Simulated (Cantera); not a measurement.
An adiabatic, constant-pressure homogeneous reactor starts with CH₄ : CO : O₂ : N₂ : H₂ = 1 : 0.81 : 6.68 : 25.1 : 0.79 (molar parts), equivalence ratio 0.42, at 1373 K and 0.700 bar.

Computed with Cantera and GRI-Mech 3.0 (53 species, 325 reactions).

Task: Predict: time of steepest temperature rise; temperature at 2.00 s; equilibrium temperature; x(CO) at 2.00 s; x(O₂) at 2.00 s; x(H₂O) at 2.00 s; x(HO₂) at 2.00 s.

Result: 
- time of steepest temperature rise: 0.285 ms
- temperature at 2.00 s: 2257 K
- equilibrium temperature: 2257 K
- x(CO) at 2.00 s: 0.00167 (gas-phase equilibrium 0.00167)
- x(O₂) at 2.00 s: 0.109 (gas-phase equilibrium 0.109)
- x(H₂O) at 2.00 s: 0.0797 (gas-phase equilibrium 0.0797)
- x(HO₂) at 2.00 s: 3.55e-6 (gas-phase equilibrium 3.55e-6)
